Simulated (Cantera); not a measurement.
A perfectly stirred reactor is fed with 7.14 % C₃H₈, 92.9 % H₂, at 360 Pa; it is held at 1173 K, and followed from long to short residence time.

Cantera simulation using GRI-Mech 3.0 (53 species, 325 reactions); the numbers are that mechanism's predictions, not measurements. GRI-Mech 3.0 was tuned for natural gas; its chemistry of propane as a main component is partial and can be far from experiment. GRI-Mech 3.0 stops at C3 and has no aromatics, soot or wall deposition, so with more carbon than oxygen in the feed, carbon stays in small species such as C2H2 where larger ones or solid carbon would form. Radical loss at walls, strong at low pressure, is not modelled.

Q: Predict: x(C₃H₈) at τ = 8.40 s; x(H₂) at τ = 8.40 s; x(C₂H₄) at τ = 8.40 s; x(CH₄) at τ = 8.40 s; x(CH₃) at τ = 8.40 s; x(C₃H₈) at τ = 40.0 ms; x(H₂) at τ = 40.0 ms; x(C₂H₄) at τ = 40.0 ms; x(CH₄) at τ = 40.0 ms; x(CH₃) at τ = 40.0 ms.

A: 
- x(C₃H₈) at τ = 8.40 s: 0.000927
- x(H₂) at τ = 8.40 s: 0.870
- x(C₂H₄) at τ = 8.40 s: 0.0329
- x(CH₄) at τ = 8.40 s: 0.0658
- x(CH₃) at τ = 8.40 s: 7.46e-5
- x(C₃H₈) at τ = 40.0 ms: 0.0453
- x(H₂) at τ = 40.0 ms: 0.906
- x(C₂H₄) at τ = 40.0 ms: 0.0239
- x(CH₄) at τ = 40.0 ms: 0.0237
- x(CH₃) at τ = 40.0 ms: 0.000593
